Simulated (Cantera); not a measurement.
An isothermal, constant-pressure homogeneous reactor starts with CO : O2 : H2O : N2 = 0.0032 : 0.0032 : 0.001 : 1 (molar parts), at 1225 K and 1.01 bar.

Model: GRI-Mech 3.0 (53 species, 325 reactions), integrated in Cantera.

x: mole fraction; the columns are a selection and need not sum to one.

| t (s) | x CO | x O2 | x H2O | x NO | x H2 | x OH | x H |
|---|---|---|---|---|---|---|---|
| 3.00e-5 | 0.00318 | 0.00318 | 0.000993 | <1e-12 | <1e-12 | <1e-12 | <1e-12 |
| 7.38e-5 | 0.00318 | 0.00318 | 0.000993 | <1e-12 | <1e-12 | <1e-12 | <1e-12 |
| 0.000182 | 0.00318 | 0.00318 | 0.000993 | <1e-12 | <1e-12 | 3.56e-12 | 1.55e-12 |
| 0.000447 | 0.00318 | 0.00318 | 0.000993 | <1e-12 | <1e-12 | 1.62e-11 | 1.16e-11 |
| 0.00110 | 0.00318 | 0.00318 | 0.000993 | <1e-12 | 5.82e-12 | 7.92e-11 | 7.37e-11 |
| 0.00271 | 0.00318 | 0.00318 | 0.000993 | <1e-12 | 9.75e-11 | 5.38e-10 | 5.52e-10 |
| 0.00668 | 0.00318 | 0.00318 | 0.000993 | <1e-12 | 4.31e-9 | ? | 1.64e-8 |
| 0.0164 | 0.00294 | 0.00303 | 0.000965 | 3.01e-9 | 9.71e-6 | ? | 2.33e-5 |
| 0.0404 | 0.000772 | 0.00196 | 0.000956 | 1.94e-7 | 1.70e-5 | ? | 2.46e-5 |
| 0.0996 | 0.000143 | 0.00166 | 0.000985 | 2.55e-7 | 3.79e-6 | ? | 2.39e-6 |
| 0.245 | 2.42e-5 | 0.00160 | 0.000992 | 2.72e-7 | 6.47e-7 | ? | 1.95e-7 |
| 0.603 | 3.53e-6 | 0.00159 | 0.000993 | 2.77e-7 | 1.06e-7 | ? | 1.54e-8 |
| 1.49 | 4.42e-7 | 0.00159 | 0.000994 | 2.80e-7 | 1.98e-8 | ? | 1.43e-9 |
| 3.66 | 5.22e-8 | 0.00159 | 0.000994 | 2.83e-7 | 5.41e-9 | ? | 2.27e-10 |
| 9.00 | 1.09e-8 | 0.00159 | 0.000994 | 2.84e-7 | 1.80e-9 | ? | 4.45e-11 |

Q: Complete the blanks.

A: 
- 0.00668, x OH: 1.57e-8
- 0.0164, x OH: 1.18e-5
- 0.0404, x OH: 1.66e-5
- 0.0996, x OH: 7.36e-6
- 0.245, x OH: 3.26e-6
- 0.603, x OH: 1.47e-6
- 1.49, x OH: 7.02e-7
- 3.66, x OH: 3.93e-7
- 9.00, x OH: 2.29e-7
